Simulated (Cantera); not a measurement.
# Pyrogenic steam for wet oxidation

An isothermal, constant-pressure homogeneous reactor starts with H₂ : O₂ : N₂ = 1.8 : 1 : 7.7 (molar parts), at 1075 K and 0.230 bar.

Detailed kinetics in Cantera: GRI-Mech 3.0 (53 species, 325 reactions). The temperature is held fixed by assumption; the heat of reaction is taken as removed at once.

```tsv
t (s)	x H₂	x O₂	x OH	x NO	x HO₂	x N₂O
4.00e-6	0.171	0.0952	1.66e-12	<1e-12	7.40e-11	<1e-12
1.69e-5	0.171	0.0952	1.38e-11	<1e-12	3.19e-10	<1e-12
7.11e-5	0.171	0.0952	1.78e-10	<1e-12	1.57e-9	<1e-12
0.000300	0.171	0.0952	1.78e-7	<1e-12	3.66e-7	<1e-12
0.00126	0.0124	0.0190	0.00120	4.03e-6	6.60e-6	1.24e-8
0.00533	0.00145	0.0111	0.000256	4.56e-6	3.61e-6	1.97e-8
0.0225	0.000116	0.0105	5.74e-5	4.55e-6	1.32e-6	2.49e-8
0.0949	7.05e-6	0.0104	1.60e-5	4.50e-6	1.32e-7	2.66e-8
0.400	4.80e-7	0.0104	5.45e-6	4.52e-6	1.20e-8	2.72e-8
1.69	6.46e-8	0.0104	2.27e-6	4.55e-6	1.92e-9	2.72e-8
7.11	1.32e-8	0.0104	1.06e-6	4.56e-6	4.81e-10	2.62e-8
30.0	3.93e-9	0.0104	5.54e-7	4.56e-6	2.76e-10	2.13e-8
```
x: mole fraction; the columns are a selection and need not sum to one.

Equilibrium at this temperature and pressure: H₂ 2.70e-9, O₂ 0.0104, OH 4.21e-7, NO 1.52e-5, HO₂ 2.83e-10, N₂O 5.65e-10 (gas phase only).
